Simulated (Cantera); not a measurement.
A jet of 1.13 % H2, 9.81 % O2, 89.1 % N2 at 300 K and 49000 Pa hits a platinum plate 3.9 cm away at a mass flux of 0.15 kg/m²/s; the plate temperature is set and raised in steps from an oxygen-covered start.

Computed with Cantera and Deutschmann's 1995 Pt surface mechanism with GRI-Mech 3.0 gas chemistry. Catalytic surfaces can have several steady states; this one follows from the mechanism file's or the stated starting coverage.

One state of this run: wall x H2 = 0.000915; wall x O2 = 0.0871; wall x H2O = 0.0199; wall x OH = <1e-8; θ free Pt = 0.0236; θ O* = 0.973; θ OH* = 0.00295. x: mole fraction at the wall; θ: surface coverage.

Q: Which value of plate T (K) does it belong to?
A) 700
B) 650
C) 600
D) 800

A: A, 700
